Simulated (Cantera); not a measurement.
A closed system holds: 1 mol CO2, 2.9 mol H2O, 3.4 mol O2, held at 1650 °C and 3.80 mbar.

Method: chemical equilibrium by Gibbs-energy minimisation in Cantera with the NASA 1993 tables (ideal gas, pure condensed phases). Candidate condensed phases: C, C6H6, C7H8, C8H18, H2O; 110 gas species. The numbers say what is thermodynamically allowed, not how fast it happens.

Base state: O2 0.459, H2O 0.386, CO2 0.134, OH 0.0133, O 0.00398, CO 0.00217, H2 0.00146, H 0.000584 (mole fractions); condensed: gas only.

Q: What changes in the equilibrium state with this change: O2 from 3.4 to 0.036 mol?

A: 
```json
[
 {"species": "H2O", "before": "0.386", "after": "0.706"},
 {"species": "CO2", "before": "0.134", "after": "0.232"},
 {"species": "O2", "before": "0.459", "after": "0.0217"},
 {"species": "H2", "before": "0.00146", "after": "0.0123"},
 {"species": "CO", "before": "0.00217", "after": "0.0173"},
 {"species": "OH", "before": "0.0133", "after": "0.00839"},
 {"species": "O", "before": "0.00398", "after": "0.000865"},
 {"species": "H", "before": "0.000584", "after": "0.00169"}
]
```

Q: What changes in the equilibrium state with this change: CO2 replaced by HF?

A: 
| species | before | after |
|---|---|---|
| O2 | 0.459 | 0.458 |
| H2O | 0.386 | 0.386 |
| HF | 0 | 0.136 |
| CO2 | 0.134 | 0 |
| CO | 0.00217 | 0 |
| OH | 0.0133 | 0.0133 |
| F | 0 | 1.62e-5 |
| H2 | 0.00146 | 0.00146 |
| H | 0.000584 | 0.000585 |
| O | 0.00398 | 0.00398 |

Q: What changes in the equilibrium state with this change: O2 from 3.4 to 0.2 mol?

A: 
| species | before | after |
|---|---|---|
| H2O | 0.386 | 0.684 |
| CO2 | 0.134 | 0.230 |
| O2 | 0.459 | 0.0543 |
| CO | 0.00217 | 0.0108 |
| OH | 0.0133 | 0.0104 |
| H2 | 0.00146 | 0.00751 |
| O | 0.00398 | 0.00137 |
| H | 0.000584 | 0.00133 |
